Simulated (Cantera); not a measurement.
## Ignition delay

Mixture: CH4 : H2 : O2 : N2 = 1 : 0.13 : 3.13 : 11.8 (molar parts), at 1000000 Pa, adiabatic and at constant pressure. Ignition delay is the time to a rise of 400 K.

Detailed kinetics in Cantera: GRI-Mech 3.0 (53 species, 325 reactions).

```csv
T0 (K),delay (ms)
1023,13.1
1098,3.82
1173,1.56
1248,0.758
1323,0.394
1398,0.210
1473,0.114
1548,0.0640
```

| Item | Result |
|---|---|
| apparent activation energy between 1398 and 1548 K | 140 kJ/mol |
